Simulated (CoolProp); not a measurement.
Vapour-liquid equilibrium of R134a (1) + R152A (2) at 1970 kPa; x and y are mole fractions of (1).

The numbers come from the multi-fluid Helmholtz-energy mixture model, Tillner-Roth 1994 and Outcalt 1996; pair parameters Lemmon 2004 in CoolProp.

| x | bubble temperature (K) | y at the bubble point | dew temperature at overall composition x (K) | liquid density (mol/L) |
|---|---|---|---|---|
| 0.05 | 345.0 | 0.052 | 345.0 | 11.36 |
| 0.15 | 344.6 | 0.156 | 344.6 | 11.16 |
| 0.25 | 344.2 | 0.260 | 344.3 | 10.97 |
| 0.35 | 343.8 | 0.364 | 343.8 | 10.80 |
| 0.45 | 343.3 | 0.467 | 343.4 | 10.64 |
| 0.55 | 342.8 | 0.568 | 342.9 | 10.49 |
| 0.65 | 342.2 | 0.668 | 342.3 | 10.35 |
| 0.75 | 341.6 | 0.766 | 341.7 | 10.23 |
| 0.85 | 341.0 | 0.861 | 341.1 | 10.11 |
| 0.95 | 340.3 | 0.954 | 340.3 | 10.00 |

No azeotrope shows between x = 0.05 and 0.95.

Pair parameters are fitted to limited data, so mixtures are less certain than the pure fluids.
